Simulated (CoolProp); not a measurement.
Vapour pressure (bar) of methanol: the reference equation beside estimates from Tc = 513.4 K, pc = 82.16 bar, ω = 0.565.

Values from CoolProp's reference Helmholtz-energy equation of state, de Reuck 1993.

```tsv
T (K)	reference	Lee-Kesler	van der Waals	Redlich-Kwong
300.1	0.1878	0.1583	6.130	1.272
308.5	?	0.2493	7.200	?
316.8	0.4201	0.3791	8.377	2.246
325.2	0.6083	0.5639	9.694	2.909
333.5	0.8592	0.8147	11.12	3.699
341.8	1.191	1.151	12.69	4.637
350.2	1.629	?	14.42	5.754
358.5	2.184	2.169	16.27	7.039
366.9	2.895	2.904	?	8.538
375.2	3.772	3.811	20.45	10.23
383.6	4.867	4.943	22.79	12.18
391.9	6.187	6.306	25.27	14.34
400.2	7.779	7.943	27.91	16.76
```

Problem. Some entries are withheld; supply them.

Solution. 
- 308.5, reference: 0.2850
- 308.5, Redlich-Kwong: 1.710
- 350.2, Lee-Kesler: 1.598
- 366.9, van der Waals: 18.29

Absolute difference from the reference over all 13 rows, mean and median: Lee-Kesler 4.9 and 2.1 %, van der Waals 1113.6 and 785.2 %, Redlich-Kwong 288.4 and 253.2 %.
